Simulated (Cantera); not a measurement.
An adiabatic, constant-volume homogeneous reactor starts with CH₄ : CO : O₂ : N₂ = 1 : 0.55 : 5.06 : 19 (molar parts), at 1050 K and 760 Torr.

Computed with Cantera and GRI-Mech 3.0 (53 species, 325 reactions).

x: mole fraction; the columns are a selection and need not sum to one.

```json
[
 {"t (s)": "5.00e-6", "T (K)": "1050", "P (bar)": "1.01", "x CH₄": "0.0390", "x CO": "0.0215", "x O₂": "0.198", "x CH₂": "<1e-12", "x CH₃": "1.18e-10", "x HO₂": "6.95e-11"},
 {"t (s)": "1.27e-5", "T (K)": "1050", "P (bar)": "1.01", "x CH₄": "0.0390", "x CO": "0.0215", "x O₂": "0.198", "x CH₂": "<1e-12", "x CH₃": "4.05e-10", "x HO₂": "1.78e-10"},
 {"t (s)": "3.23e-5", "T (K)": "1050", "P (bar)": "1.01", "x CH₄": "0.0390", "x CO": "0.0215", "x O₂": "0.198", "x CH₂": "<1e-12", "x CH₃": "1.23e-9", "x HO₂": "4.54e-10"},
 {"t (s)": "8.22e-5", "T (K)": "1050", "P (bar)": "1.01", "x CH₄": "0.0390", "x CO": "0.0215", "x O₂": "0.198", "x CH₂": "<1e-12", "x CH₃": "3.35e-9", "x HO₂": "1.15e-9"},
 {"t (s)": "0.000209", "T (K)": "1050", "P (bar)": "1.01", "x CH₄": "0.0390", "x CO": "0.0215", "x O₂": "0.198", "x CH₂": "<1e-12", "x CH₃": "8.89e-9", "x HO₂": "2.84e-9"},
 {"t (s)": "0.000531", "T (K)": "1050", "P (bar)": "1.01", "x CH₄": "0.0390", "x CO": "0.0215", "x O₂": "0.198", "x CH₂": "<1e-12", "x CH₃": "2.37e-8", "x HO₂": "6.78e-9"},
 {"t (s)": "0.00135", "T (K)": "1050", "P (bar)": "1.01", "x CH₄": "0.0390", "x CO": "0.0215", "x O₂": "0.198", "x CH₂": "<1e-12", "x CH₃": "6.62e-8", "x HO₂": "1.49e-8"},
 {"t (s)": "0.00343", "T (K)": "1050", "P (bar)": "1.01", "x CH₄": "0.0390", "x CO": "0.0215", "x O₂": "0.198", "x CH₂": "<1e-12", "x CH₃": "2.00e-7", "x HO₂": "2.82e-8"},
 {"t (s)": "0.00873", "T (K)": "1050", "P (bar)": "1.01", "x CH₄": "0.0390", "x CO": "0.0215", "x O₂": "0.198", "x CH₂": "<1e-12", "x CH₃": "6.01e-7", "x HO₂": "4.96e-8"},
 {"t (s)": "0.0222", "T (K)": "1050", "P (bar)": "1.01", "x CH₄": "0.0390", "x CO": "0.0215", "x O₂": "0.198", "x CH₂": "<1e-12", "x CH₃": "1.07e-6", "x HO₂": "8.62e-8"},
 {"t (s)": "0.0565", "T (K)": "1050", "P (bar)": "1.01", "x CH₄": "0.0390", "x CO": "0.0215", "x O₂": "0.198", "x CH₂": "<1e-12", "x CH₃": "1.33e-6", "x HO₂": "1.62e-7"},
 {"t (s)": "0.144", "T (K)": "1051", "P (bar)": "1.01", "x CH₄": "0.0389", "x CO": "0.0215", "x O₂": "0.197", "x CH₂": "<1e-12", "x CH₃": "?", "x HO₂": "?"},
 {"t (s)": "0.365", "T (K)": "2276", "P (bar)": "2.18", "x CH₄": "<1e-12", "x CO": "?", "x O₂": "0.108", "x CH₂": "<1e-12", "x CH₃": "<1e-12", "x HO₂": "?"},
 {"t (s)": "0.928", "T (K)": "2258", "P (bar)": "2.16", "x CH₄": "<1e-12", "x CO": "0.00113", "x O₂": "0.104", "x CH₂": "<1e-12", "x CH₃": "<1e-12", "x HO₂": "4.46e-6"},
 {"t (s)": "2.36", "T (K)": "2257", "P (bar)": "2.16", "x CH₄": "<1e-12", "x CO": "0.00113", "x O₂": "0.104", "x CH₂": "<1e-12", "x CH₃": "<1e-12", "x HO₂": "4.46e-6"},
 {"t (s)": "6.00", "T (K)": "2257", "P (bar)": "2.16", "x CH₄": "<1e-12", "x CO": "0.00113", "x O₂": "0.104", "x CH₂": "<1e-12", "x CH₃": "<1e-12", "x HO₂": "4.46e-6"}
]
```

### Question
Fill in the missing entries.

### Answer

- 0.144, x CH₃: 2.03e-6
- 0.144, x HO₂: 4.53e-7
- 0.365, x CO: 0.00124
- 0.365, x HO₂: 4.86e-6
